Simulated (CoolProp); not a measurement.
n-dodecane at several states: density (kg/m³) from the reference equation and from simpler models built on Tc = 658.1 K, pc = 1.818 MPa, ω = 0.574; each cubic takes its own stable root.

Values from CoolProp's reference Helmholtz-energy equation of state, Lemmon 2004. It is a short technical equation, of lower accuracy than the large ones.

```tsv
T (K)	p (MPa)	phase	reference
274.3	0.0244	liquid	763.4
370.9	3.59	liquid	695.6
527.8	2.02	liquid	563.3
342.7	0.376	liquid	713.1
487.4	0.459	liquid	596.9
```

How far does each simpler model (van der Waals, Redlich-Kwong, Soave-Redlich-Kwong, Peng-Robinson) lie from the reference over these 5 states: mean and median of the absolute difference, and the worst?


- van der Waals: mean 57.2 %, median 48.5 %, worst -96.0 % at 487.4 K and 0.459 MPa
- Redlich-Kwong: mean 23.9 %, median 24.0 %, worst -24.8 % at 487.4 K and 0.459 MPa
- Soave-Redlich-Kwong: mean 18.8 %, median 18.6 %, worst -21.4 % at 274.3 K and 0.0244 MPa
- Peng-Robinson: mean 8.7 %, median 8.5 %, worst -12.0 % at 274.3 K and 0.0244 MPa

At some of these states van der Waals gives the other phase, because its saturation line lies elsewhere.
